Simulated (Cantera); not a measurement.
Input (Python, Cantera):

```python
import numpy as np
import cantera as ct

gas = ct.Solution("gri30.yaml")
gas.TPX = 650, 101325, {'CH4': 1, 'O2': 3.77, 'N2': 14.2}
inlet = ct.Reservoir(gas, clone=True)
gas.equilibrate("HP")  # start burning
reactor = ct.IdealGasConstPressureReactor(gas, energy="on", clone=False)
exhaust = ct.Reservoir(gas, clone=True)
tau = [0.1, 0.032, 0.01, 0.0032, 0.001, 0.00032, 0.0001, 3.3e-05, 1e-05, 3.3e-06][0]
for a, b in ((inlet, reactor), (reactor, exhaust)):
    ct.MassFlowController(a, b, mdot=lambda t: reactor.mass / tau)
net = ct.ReactorNet([reactor])
show = ['CH4', 'O2', 'CO2', 'NO2', 'N2O', 'CH2O']

rows = []
print(f"{'tau/s':>10s}{'T/K':>9s}" + "".join(f"{s:>11s}" for s in show))
for tau in [0.1, 0.032, 0.01, 0.0032, 0.001, 0.00032, 0.0001, 3.3e-05, 1e-05, 3.3e-06]:
    net.initial_time = 0.0
    net.advance(30 * tau)
    before = gas.X
    net.advance(40 * tau)
    drift = np.max(np.abs(gas.X - before) / (gas.X + 1e-9))
    rows.append([gas.T, *gas[show].X, drift])
    print(f"{tau:10.3e}{gas.T:9.1f}" + "".join(f"{x:11.3e}" for x in gas[show].X))
```

It prints:

```
     tau/s      T/K        CH4         O2        CO2        NO2        N2O       CH2O
 1.000e-01   1811.7  8.859e-06  9.307e-02  5.239e-02  3.822e-08  4.379e-07  9.639e-07
 3.200e-02   1805.4  1.853e-05  9.307e-02  5.204e-02  2.799e-08  6.122e-07  2.161e-06
 1.000e-02   1793.1  3.876e-05  9.317e-02  5.128e-02  1.842e-08  6.847e-07  4.822e-06
 3.200e-03   1770.3  8.124e-05  9.356e-02  4.975e-02  1.104e-08  6.146e-07  1.047e-05
 1.000e-03   1727.9  1.854e-04  9.475e-02  4.659e-02  6.601e-09  4.827e-07  2.348e-05
 3.200e-04   1654.4  5.041e-04  9.816e-02  4.004e-02  3.853e-09  3.483e-07  5.775e-05
 1.000e-04    650.0  5.271e-02  1.987e-01 -1.705e-16 -2.482e-21 -1.006e-21 -1.060e-17
 3.300e-05    650.0  5.271e-02  1.987e-01 -5.562e-20 -8.099e-25 -3.282e-25 -1.073e-21
 1.000e-05    650.0  5.271e-02  1.987e-01 -2.886e-22 -4.203e-27 -1.699e-27  2.165e-22
 3.300e-06    650.0  5.271e-02  1.987e-01 -8.339e-24 -1.214e-28 -4.774e-29  3.068e-23
```

Model: GRI-Mech 3.0 (53 species, 325 reactions), integrated in Cantera.
